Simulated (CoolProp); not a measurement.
Vapour-liquid equilibrium of carbon dioxide (1) + R152A (2) at 817 kPa; x and y are mole fractions of (1).

The numbers come from the multi-fluid Helmholtz-energy mixture model, Span 1996 and Outcalt 1996; pair parameters Bell 2016 in CoolProp.

| x | bubble temperature (K) | y at the bubble point | dew temperature at overall composition x (K) | liquid density (mol/L) |
|---|---|---|---|---|
| 0.05 | [?] | 0.275 | 307.3 | 13.85 |
| 0.2 | 272.4 | 0.713 | [?] | 15.67 |
| 0.35 | [?] | 0.865 | 294.5 | 17.31 |
| 0.5 | 246.6 | [?] | 286.7 | 18.96 |
| 0.65 | [?] | 0.963 | 277.2 | 20.73 |
| 0.8 | 233.7 | [?] | 264.4 | 22.72 |
| 0.95 | 229.1 | 0.996 | 242.3 | [?] |

Question: Some entries are withheld; supply them.

Answer: 
- 0.05, bubble temperature (K): 298.0
- 0.2, dew temperature at overall composition x (K): 301.2
- 0.35, bubble temperature (K): 256.8
- 0.5, y at the bubble point: 0.930
- 0.65, bubble temperature (K): 239.3
- 0.8, y at the bubble point: 0.983
- 0.95, liquid density (mol/L): 25.00

No azeotrope shows between x = 0.05 and 0.95.

Pair parameters are fitted to limited data, so mixtures are less certain than the pure fluids.
